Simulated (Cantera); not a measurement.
A Cantera script and what it prints.

```python
import numpy as np
import cantera as ct

gas_names = """
    F F2 H HF H2 H2F2 H3F3 H4F4 H5F5 H6F6 H7F7 Si SiF SiF2 SiF3 SiF4 SiH SiHF3 SiH2 SiH2F2 SiH3 SiH3F
    SiH4 Si2 Si3
""".split()
cond_names = """
    Si(cr) Si(L)
""".split()


def load(file, names, dense=False):
    # The tables refer to 1 bar. Condensed volumes are neglected.
    table = {s.name: s for s in ct.Species.list_from_file(file)}
    out = []
    for n in names:
        d = dict(table[n].input_data)
        d["thermo"] = dict(d["thermo"], **{"reference-pressure": 1e5})
        if dense:
            d["equation-of-state"] = {"model": "constant-volume", "density": "1e6 g/cm^3"}
        out.append(ct.Species.from_dict(d))
    return out


gas = ct.Solution(thermo="ideal-gas", species=load("nasa_gas.yaml", gas_names))
cond = {s.name: ct.Solution(thermo="fixed-stoichiometry", species=[s], name=s.name)
        for s in load("nasa_condensed.yaml", cond_names, dense=True)}
atoms = {
    'Si': {'Si': 1},
    'HF': {'H': 1, 'F': 1},
    'H2': {'H': 2},
}
top_T = {}  # K; cautious upper limits of use, not melting points


def equilibrate(T, P, feed):
    n = {}
    for name, mol in feed.items():
        for a, k in atoms[name].items():
            n[a] = n.get(a, 0.0) + k * mol
    gas.TPX = T, P, n
    mass = sum(n.values()) * gas.mean_molecular_weight
    gas.equilibrate("TP")
    valid = [c for c in cond.values() if c.min_temp <= T <= top_T.get(c.name, c.max_temp)]
    mix = ct.Mixture([(gas, mass / gas.mean_molecular_weight)] + [(c, 0.0) for c in valid])
    mix.T, mix.P = T, P
    mix.equilibrate("TP", solver="vcs", rtol=1e-11, max_steps=5000)
    return mix


results = []
feed = {'Si': 1, 'HF': 14, 'H2': 6.4}  # mol
T = 1698.15  # K
P = 1333.22  # Pa
mix = equilibrate(T, P, feed)
results.append((T, P, feed, dict(zip(mix.species_names, mix.species_moles))))
print(gas.report(threshold=1e-06))
for i in range(1, mix.n_phases):
    print(f"{mix.phase(i).name:16s} {mix.phase_moles(i):12.5e} mol")
```

Result:

```
       temperature   1698.2 K
          pressure   1333.2 Pa
           density   0.0015607 kg/m^3
  mean mol. weight   16.528 kg/kmol
   phase of matter   gas

                          1 kg             1 kmol
                     ---------------   ---------------
          enthalpy       -1.0596e+07       -1.7514e+08  J
   internal energy       -1.1451e+07       -1.8926e+08  J
           entropy             15842        2.6184e+05  J/K
    Gibbs function       -3.7499e+07       -6.1979e+08  J
 heat capacity c_p            2223.5             36750  J/K
 heat capacity c_v            1720.4             28435  J/K

                      mass frac. Y      mole frac. X     chem. pot. / RT
                     ---------------   ---------------   ---------------
                 H        5.0212e-05        0.00082333           -12.065
                HF           0.62544            0.5167           -48.432
                H2           0.05257             0.431           -24.131
              SiF2        0.00011005        2.7524e-05           -92.989
              SiF3         0.0092942         0.0018055           -129.36
              SiF4           0.31216          0.049573           -165.72
             SiHF3        0.00037065        7.1161e-05           -141.42
     [  +18 minor]        3.8925e-07        1.7912e-07

Si(L)             0.00000e+00 mol
```

Cantera equilibrium calculation (NASA polynomials, part measured and part estimated; ideal gas, pure solids and liquids). The tables' values for SiF3, SiF2 are old estimates; treat these amounts as uncertain.
